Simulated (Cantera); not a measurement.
Input: 1 mol CS2, 4.8 mol H2O, 5.3 mol H2, at 2598.15 K and 6400000 Pa.

Equilibrium computed with Cantera from the NASA thermochemical tables; the gas is ideal and each condensed phase is pure. Candidate condensed phases: C, C6H6, C7H8, C8H18, H2O, H2SO4, S; 123 gas species. The ideal-gas law is rough above about 30 bar. Equilibrium is a limit: real reactors are often held back by kinetics, nucleation or transport.

Base state: H2 0.453, H2O 0.310, H2S 0.0949, CO 0.0773, S2 0.0241, SH 0.0207, CO2 0.00819, SO 0.00350 (mole fractions); condensed: gas only.

Question: What changes in the equilibrium state with this change: pressure from 6400000 Pa to 1300000 Pa?

Answer: 
```json
[
 {"species": "H2", "before": "0.453", "after": "0.483"},
 {"species": "H2O", "before": "0.310", "after": "0.292"},
 {"species": "CO", "before": "0.0773", "after": "0.0764"},
 {"species": "H2S", "before": "0.0949", "after": "0.0549"},
 {"species": "S2", "before": "0.0241", "after": "0.0348"},
 {"species": "SH", "before": "0.0207", "after": "0.0257"},
 {"species": "O", "before": "2.32e-6", "after": "1.01e-5"},
 {"species": "CS2", "before": "1.20e-5", "after": "3.93e-6"},
 {"species": "S", "before": "0.00126", "after": "0.00337"},
 {"species": "SO", "before": "0.00350", "after": "0.00824"}
]
```
